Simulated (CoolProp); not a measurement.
R142b along the isotherm 196.85 °C: Z from the reference equation and from simpler models built on Tc = 137.1 °C, pc = 4.055 MPa, ω = 0.232; each cubic takes its own stable root.

Model: reference Helmholtz-energy equation of state, Lemmon 2006, in CoolProp. It is a short technical equation, of lower accuracy than the large ones.

| p (MPa) | phase | reference | van der Waals | Redlich-Kwong | Soave-Redlich-Kwong | Peng-Robinson |
|---|---|---|---|---|---|---|
| 0.38 | gas | 0.9794 | 0.9798 | 0.9784 | 0.9799 | 0.9768 |
| 0.76 | gas | 0.9585 | 0.9590 | 0.9563 | 0.9594 | 0.9534 |
| 1.14 | gas | 0.9370 | 0.9374 | 0.9337 | 0.9387 | 0.9297 |
| 1.52 | gas | 0.9150 | 0.9151 | 0.9106 | 0.9175 | 0.9058 |
| 1.9 | gas | 0.8925 | 0.8919 | 0.8870 | 0.8960 | 0.8815 |
| 2.28 | gas | 0.8694 | 0.8678 | 0.8628 | 0.8741 | 0.8571 |
| 2.66 | gas | 0.8457 | 0.8426 | 0.8380 | 0.8519 | 0.8324 |
| 3.04 | gas | 0.8214 | 0.8161 | 0.8125 | 0.8292 | 0.8074 |
| 3.42 | gas | 0.7964 | 0.7882 | 0.7864 | 0.8062 | 0.7822 |
| 3.8 | gas | 0.7707 | 0.7587 | 0.7595 | 0.7828 | 0.7569 |
| 4.18 | supercritical | 0.7445 | 0.7273 | 0.7318 | 0.7591 | 0.7314 |
| 4.56 | supercritical | 0.7176 | 0.6938 | 0.7035 | 0.7352 | 0.7060 |
| 4.94 | supercritical | 0.6903 | 0.6580 | 0.6747 | 0.7113 | 0.6807 |
| 5.32 | supercritical | 0.6627 | 0.6200 | 0.6455 | 0.6874 | 0.6559 |
| 5.7 | supercritical | 0.6351 | 0.5809 | 0.6166 | 0.6641 | 0.6317 |
| 6.08 | supercritical | 0.6079 | 0.5442 | 0.5887 | 0.6416 | 0.6088 |
